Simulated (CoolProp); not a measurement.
Vapour-liquid equilibrium of hydrogen sulfide (1) + n-butane (2) at 1.62 MPa; x and y are mole fractions of (1).

Values from CoolProp's multi-fluid Helmholtz-energy mixture model, Lemmon 2006 and Bücker 2006; pair parameters Kunz 2012.

Question: Give the bubble temperature and the first vapour's composition at x = 0.35, 0.5, 0.8. Is there an azeotrope?

Answer: x = 0.35: 316.5 K, y = 0.772; x = 0.5: 306.1 K, y = 0.852; x = 0.8: 294.8 K, y = 0.938. No azeotrope shows between x = 0.05 and 0.95.

Pair parameters are fitted to limited data, so mixtures are less certain than the pure fluids.
